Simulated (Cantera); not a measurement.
Cantera run:

```python
import numpy as np
import cantera as ct

gas_names = [...]  # 95 gases of nasa_gas.yaml made of C, F, H
cond_names = """
    C(gr) C6H6(L) C7H8(L) C8H18(L),n-octa
""".split()


# ... load() reads the species with a 1 bar reference pressure and builds the phases ...
atoms = {
    'CH3F': {'C': 1, 'H': 3, 'F': 1},
    'H2': {'H': 2},
}
top_T = {'C(gr)': 4500}  # K; cautious upper limits of use, not melting points


# ... equilibrate(T, P, feed) seeds the gas with the atoms and calls Mixture.equilibrate('TP', solver="vcs", rtol=1e-11, max_steps=5000) ...
results = []
feed = {'CH3F': 1, 'H2': 1.6}  # mol
T = 3250  # K
P = 13332.2  # Pa
mix = equilibrate(T, P, feed)
results.append((T, P, feed, dict(zip(mix.species_names, mix.species_moles))))
x = sorted(zip(gas.X, gas.species_names), reverse=True)
print(f"T = {T:g} K  P = {P:g} Pa  gas = {mix.phase_moles(0):.4g} mol")
print("   x: " + "  ".join(f"{s} {v:.3e}" for v, s in x if v > 1e-05))
print("   condensed (mol): " + ("  ".join(f"{mix.phase(i).name} {mix.phase_moles(i):.4g}"
      for i in range(1, mix.n_phases) if mix.phase_moles(i) > 1e-12) or "none"))
```

Result:

```
T = 3250 K  P = 13332.2 Pa  gas = 4.924 mol
   x: H 4.514e-01  H2 2.636e-01  HF 1.992e-01  C2H2,acetylene 3.199e-02  C3 2.717e-02  C2H 1.307e-02  C 3.409e-03  F 3.210e-03  C2 2.900e-03  C4H2 1.621e-03  C5 1.000e-03  CF 5.974e-04  CH 1.964e-04  C4 1.781e-04  C2H2,vinylidene 1.713e-04  C6H2 8.766e-05  CH2 5.964e-05  C2HF 2.839e-05  CH3 1.442e-05
   condensed (mol): C(gr) 0.04057
```

These are equilibrium values from Cantera (NASA tables, ideal gas, pure condensed phases), not measurements of a reactor.
